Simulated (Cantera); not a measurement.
# Transport properties of process gases

Gas mixture: C2H4 : NH3 = 0.23 : 0.31 (molar parts), at 0.128 Torr, frozen composition.

Cantera's kinetic-theory transport with the Lennard-Jones parameters of GRI-Mech 3.0, ideal gas; thermal conductivity in the multicomponent form. Polar gases are described roughly by these parameters. The composition is frozen, though it would react at the higher temperatures.

| T (K) | ρ (kg/m³) | cp (J/kg/K) | μ (µPa s) | λ (mW/m/K) | Pr | D (cm²/s) OH | D (cm²/s) H2 | D (cm²/s) CO2 |
|---|---|---|---|---|---|---|---|---|
| 400 | 0.000111 | 2053 | 13.7 | 39.3 | 0.716 | 2980 | 7090 | 1430 |
| 600 | 7.40e-5 | 2589 | 20.1 | 71.6 | 0.726 | 6130 | 14300 | 3090 |
| 800 | 5.55e-5 | 2999 | 25.9 | 106 | 0.731 | 10100 | 23300 | 5220 |
| 1000 | 4.44e-5 | 3338 | 31.1 | 141 | 0.735 | 14700 | 34000 | 7750 |
| 1200 | 3.70e-5 | 3604 | 35.9 | 176 | 0.736 | 20100 | 46100 | 10700 |
| 1400 | 3.17e-5 | 3821 | 40.3 | 209 | 0.737 | 26000 | 59500 | 13900 |
| 1600 | 2.78e-5 | 3995 | 44.5 | 241 | 0.737 | 32500 | 74300 | 17500 |
| 1800 | 2.47e-5 | 4136 | 48.5 | 272 | 0.737 | 39500 | 90400 | 21300 |
D: mixture-averaged diffusion coefficient of that species in the mixture.
